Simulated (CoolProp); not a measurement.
Properties of R125 along the isobar 0.926 MPa.

Values from CoolProp's reference Helmholtz-energy equation of state, Lemmon 2005.

| T (K) | phase | Z | Joule-Thomson coefficient (K/MPa) | viscosity (µPa s) |
|---|---|---|---|---|
| 260.9 | liquid | 0.03721 | -0.1122 | 245 |
| 281.4 | liquid | 0.03709 | 0.08586 | … |
| 301.9 | gas | 0.8496 | 15.79 | 13.3 |
| 322.4 | gas | 0.8853 | 12.21 | 14.2 |
| 342.9 | gas | 0.9101 | … | 15.1 |
| 363.4 | gas | 0.9281 | 8.031 | 15.9 |
| 383.9 | gas | 0.9417 | 6.724 | … |
| 404.4 | gas | 0.9522 | 5.719 | 17.5 |
| 424.9 | gas | 0.9605 | 4.929 | 18.3 |

**Question.** Some entries are withheld; supply them.

**Answer.** 
- 281.4, viscosity (µPa s): 181
- 342.9, Joule-Thomson coefficient (K/MPa): 9.778
- 383.9, viscosity (µPa s): 16.7

Viscosity comes from a separate model (Huber 2006).
